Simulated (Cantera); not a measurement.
# Adiabatic ignition

An adiabatic, constant-volume homogeneous reactor starts with CH4 : O2 : N2 : H2 = 1 : 0.952 : 3.58 : 0.096 (molar parts), at 1225 K and 21.7 atm.

Detailed kinetics in Cantera: GRI-Mech 3.0 (53 species, 325 reactions). The pressure lies above the range GRI-Mech 3.0 was tuned for (to about 10 atm).

```tsv
t (s)	T (K)	P (bar)	x CH4	x O2	x C2H2	x C2H4	x CH2
9.00e-6	1225	22.0	0.178	0.169	<1e-12	2.94e-11	<1e-12
2.06e-5	1225	22.0	0.178	0.169	<1e-12	5.30e-10	<1e-12
4.73e-5	1225	22.0	0.178	0.169	<1e-12	1.92e-8	<1e-12
0.000109	1227	22.0	0.177	0.169	5.08e-11	9.73e-7	1.58e-11
0.000249	1237	22.2	0.176	0.168	4.02e-9	1.52e-5	4.52e-11
0.000571	1603	29.2	0.131	0.125	4.81e-5	0.00350	9.27e-8
0.00131	2555	54.5	6.09e-8	4.47e-7	1.43e-10	<1e-12	1.76e-10
0.00300	2555	54.5	6.06e-8	4.47e-7	1.42e-10	<1e-12	1.75e-10
0.00688	2555	54.5	6.05e-8	4.47e-7	1.42e-10	<1e-12	1.75e-10
0.0158	2555	54.5	6.05e-8	4.47e-7	1.42e-10	<1e-12	1.75e-10
0.0362	2555	54.5	6.05e-8	4.47e-7	1.42e-10	<1e-12	1.75e-10
0.0829	2555	54.5	6.05e-8	4.47e-7	1.42e-10	<1e-12	1.75e-10
0.190	2555	54.5	6.05e-8	4.47e-7	1.42e-10	<1e-12	1.75e-10
0.436	2555	54.5	6.05e-8	4.47e-7	1.42e-10	<1e-12	1.75e-10
1.00	2555	54.5	6.05e-8	4.47e-7	1.42e-10	<1e-12	1.75e-10
```
x: mole fraction; the columns are a selection and need not sum to one.

```yaml
time_of_steepest_temperature_rise: 0.579 ms
temperature at 1.00 s: 2555 K
equilibrium_temperature: 2555 K
x(CH4) at 1.00 s: 6.05e-8 (gas-phase equilibrium 6.70e-8)
x(O2) at 1.00 s: 4.47e-7 (gas-phase equilibrium 4.47e-7)
x(C2H2) at 1.00 s: 1.42e-10 (gas-phase equilibrium 1.56e-10)
```
